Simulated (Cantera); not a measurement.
A freely propagating, adiabatic, planar premixed flame of CH3OH : O2 : N2 = 1 : 1.55 : 5.81 (molar parts), unburnt at 700 K and 0.592 atm; mixture-averaged transport, grid criteria slope 0.08 and curve 0.16, no radiation.

Cantera simulation using GRI-Mech 3.0 (53 species, 325 reactions); the numbers are that mechanism's predictions, not measurements. GRI-Mech 3.0 was tuned for natural gas; its chemistry of methanol as a main component is partial and can be far from experiment. Burning velocities carry a grid error of a few per cent, more on coarse grids.

Question: Predict: laminar burning velocity; thermal thickness; peak x(O); peak x(H2).

Answer: 
- laminar burning velocity: 194 cm/s
- thermal thickness: 0.383 mm
- peak x(O): 0.00714
- peak x(H2): 0.0370
